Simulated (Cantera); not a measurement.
Thermodynamics of carbothermic reduction, feed CuO + C + CO

Feed: 1 mol CuO, 0.33 mol C, 0.28 mol CO, equilibrated at 2475 K and 0.0100 bar.

Cantera equilibrium calculation (NASA polynomials, part measured and part estimated; ideal gas, pure solids and liquids). Candidate condensed phases: C, Cu, CuO, Cu₂O; 15 gas species. The numbers say what is thermodynamically allowed, not how fast it happens.

| Property | Result |
|---|---|
| x(Cu) | 0.544 |
| x(CO) | 0.175 |
| x(CO₂) | 0.158 |
| x(O₂) | 0.0847 |
| x(O) | 0.0372 |
| x(CuO) | 0.00116 |
| x(Cu₂) | 0.000293 |
| gas amount | 1.833 mol |
| log10 activity of Cu(l) (absent) | -1.44 |
| log10 activity of C(graphite) (absent) | -8.09 |
